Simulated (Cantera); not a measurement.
An isothermal, constant-pressure homogeneous reactor starts with H₂ : O₂ : N₂ = 1.7 : 1 : 5.5 (molar parts), at 975 K and 0.220 bar. Integrator tolerance rtol = 1e-08.

Model: the H2/O2 subset of GRI-Mech 3.0, which has no nitrogen chemistry, integrated in Cantera. The temperature is held fixed by assumption; the heat of reaction is taken as removed at once.

Question: What does this change do: temperature 975 to 750 K?

Answer: 
| quantity | before | after |
|---|---|---|
| x(H₂) at 2.00 s | 1.08e-5 (gas-phase equilibrium 1.41e-10) | 0.207 (gas-phase equilibrium <1e-12) |
| x(O₂) at 2.00 s | 0.0204 (gas-phase equilibrium 0.0204) | 0.122 (gas-phase equilibrium 0.0204) |
| x(H) at 2.00 s | 1.28e-9 (gas-phase equilibrium <1e-12) | <1e-12 (gas-phase equilibrium <1e-12) |
| x(H₂O) at 2.00 s | 0.231 (gas-phase equilibrium 0.231) | 8.73e-10 (gas-phase equilibrium 0.231) |
| x(H₂O₂) at 2.00 s | 7.16e-9 (gas-phase equilibrium 3.14e-11) | 1.50e-9 (gas-phase equilibrium <1e-12) |
| x(O) at 2.00 s | 2.04e-9 (gas-phase equilibrium 2.21e-11) | <1e-12 (gas-phase equilibrium <1e-12) |
Below about 950 K walls govern HO2 and H2O2 in real vessels.
